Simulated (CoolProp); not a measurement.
The fluid at 200.07 K and 1.18 MPa (gas) is heated at constant pressure to 236.9 K. The same conditions are run with several fluids, on thermodynamics alone (safety and materials aside).

The numbers come from the reference Helmholtz-energy equation of state of each fluid (carbon monoxide: Lemmon 2006; normal hydrogen: Leachman 2009; fluorine: de Reuck 1990; dry air: Lemmon 2000; methane: Setzmann 1991) in CoolProp. Blends and air are pseudo-pure fits.

| fluid | heat (kJ/kg) | final density (kg/m³) |
|---|---|---|
| carbon monoxide | 40.0 | 17.0 |
| normal hydrogen | 509 | 1.20 |
| fluorine | 30.1 | 23.1 |
| dry air | 38.5 | 17.6 |
| methane | 84.2 | 10.1 |
